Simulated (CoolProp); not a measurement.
Vapour-liquid equilibrium of R114 (1) + n-pentane (2) at 1.18 MPa; x and y are mole fractions of (1).

The numbers come from the multi-fluid Helmholtz-energy mixture model, Platzer 1990 and Thol 2019; pair parameters Bell 2016 in CoolProp. This equation is an older, rougher fit; its heat capacities, sound speeds and derivatives of the liquid may be far off and weren't checked against measurements.

Give the bubble temperature and the first vapour's composition at x = 0.05, 0.65, 0.95. Is there an azeotrope?

x = 0.05: 402.1 K, y = 0.106; x = 0.65: 371.9 K, y = 0.762; x = 0.95: 365.0 K, y = 0.963. No azeotrope shows between x = 0.05 and 0.95.

The pair parameters rest on a limited set of measurements; away from them the model extrapolates.
